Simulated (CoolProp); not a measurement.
A simple Rankine cycle with n-perfluoropentane: condensing at 319.15 K, boiler at 1.57 MPa, turbine inlet 422 K, turbine efficiency 0.7, pump efficiency 0.6, no recuperator. Each further row changes one setting.

The numbers come from the reference Helmholtz-energy equation of state, Gao 2022 in CoolProp.

```csv
case,thermal efficiency (%),net work (kJ/kg),heat in (kJ/kg),turbine exit temperature (K),volume ratio over the turbine
as stated,8.3,13.5,164,390.6,11.8
turbine inlet 442 K,8.0,14.9,187,413.2,10.7
condensing temperature 311.15 K,9.0,15.5,172,388.1,15.5
boiler pressure 1.1 MPa,7.2,12.4,171,399.4,7.09
turbine efficiency 0.6,6.9,11.4,164,392.9,11.9
```
